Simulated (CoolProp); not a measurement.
Vapour-liquid equilibrium of R1234ze(E) (1) + R227EA (2) at 0.143 MPa; x and y are mole fractions of (1).

Model: multi-fluid Helmholtz-energy mixture model, Thol 2016 and Lemmon 2016; pair parameters Bell 2023, in CoolProp.

```
x      bubble temperature (K)  y at the bubble point  dew temperature at overall composition x (K)  liquid density (mol/L)
-----  ----------------------  ---------------------  --------------------------------------------  ----------------------
0.05                    264.9                  0.058                                         264.9                   9.003
0.125                   264.5                  0.143                                         264.6                   9.143
0.2                     264.2                  0.225                                         264.3                   9.287
0.275                   263.9                  0.304                                         264.0                   9.436
0.35                    263.6                  0.380                                         263.7                   9.588
0.425                   263.4                  0.455                                         263.5                   9.746
0.5                     263.2                  0.527                                         263.3                   9.908
0.575                   263.0                  0.598                                         263.0                   10.08
0.65                    262.8                  0.669                                         262.9                   10.25
0.725                   262.7                  0.738                                         262.7                   10.43
0.8                     262.6                  0.808                                         262.6                   10.61
0.875                   262.5                  0.879                                         262.5                   10.81
0.95                    262.4                  0.951                                         262.4                   11.01
```

No azeotrope shows between x = 0.05 and 0.95.

Pair parameters are fitted to limited data, so mixtures are less certain than the pure fluids.
